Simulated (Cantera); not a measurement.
A closed system holds: 1 mol B₂H₆, 2.6 mol O₂, at 2398.15 K and 0.430 bar.

Cantera equilibrium calculation (NASA polynomials, part measured and part estimated; ideal gas, pure solids and liquids). Candidate condensed phases: B, B₂O₃, B₃O₃H₃, H₂O; 23 gas species. The feed counts by its element totals alone. Kinetics and transport are ignored.

Base state: H₂O 0.361, HBO₂ 0.359, H₂ 0.193, B₂O₃ 0.0631, H 0.0106, BO₂ 0.00433, OH 0.00363, HBO 0.00336 (mole fractions); condensed: gas only.

Question: What changes in the equilibrium state with this change: pressure from 0.430 bar to 13.3 mbar?

Answer: 
| species | before | after |
|---|---|---|
| H₂O | 0.361 | 0.322 |
| HBO₂ | 0.359 | 0.320 |
| H₂ | 0.193 | 0.181 |
| H | 0.0106 | 0.0581 |
| BO | 0.00192 | 0.0105 |
| OH | 0.00363 | 0.0190 |
| BO₂ | 0.00433 | 0.0226 |
| B₂O₃ | 0.0631 | 0.0563 |
| O | 0.000133 | 0.00408 |
| O₂ | 0.000104 | 0.00301 |
| B₂O₂ | 9.72e-5 | 9.13e-5 |
| HBO | 0.00336 | 0.00315 |
